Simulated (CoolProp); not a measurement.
R143a along the isotherm -85.55 °C: density (kg/m³) from the reference equation and from simpler models built on Tc = 72.7 °C, pc = 37.62 bar, ω = 0.261; each cubic takes its own stable root.

The numbers come from the reference Helmholtz-energy equation of state, Lemmon and Jacobsen 2000 in CoolProp.

```
p (bar)   phase  reference
-------  ------  ---------
7.23     liquid       1267
14.5     liquid       1269
21.7     liquid       1270
28.9     liquid       1271
36.2     liquid       1272
43.4     liquid       1273
50.6     liquid       1275
57.9     liquid       1276
65.1     liquid       1277
72.3     liquid       1278
79.6     liquid       1279
86.8     liquid       1280
94       liquid       1282
```

How far does each simpler model (van der Waals, Soave-Redlich-Kwong, Peng-Robinson) lie from the reference over these 13 states: mean and median of the absolute difference, and the worst?


- van der Waals: mean 43.7 %, median 43.6 %, worst -44.3 % at -85.55 °C and 7.23 bar
- Soave-Redlich-Kwong: mean 15.6 %, median 15.6 %, worst -15.6 % at -85.55 °C and 7.23 bar
- Peng-Robinson: mean 5.0 %, median 5.0 %, worst -5.1 % at -85.55 °C and 94 bar
